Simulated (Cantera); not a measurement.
**Boron, boron nitride and boron oxide: borazine + NH3 + H2**

Feed: 1 mol borazine, 10 mol NH3, 57 mol H2, held at 802 °C and 21.0 mbar.

Cantera equilibrium calculation (NASA polynomials, part measured and part estimated; ideal gas, pure solids and liquids). Candidate condensed phases: B, BN; 15 gas species. The feed counts by its element totals alone. The numbers say what is thermodynamically allowed, not how fast it happens.

x(H2): 0.937
x(N2): 0.0625
x(NH3): 1.74e-6
n(BN(s)): 3.00 mol
gas amount: 80.00 mol
log10 activity of B(s) (absent): -6.14
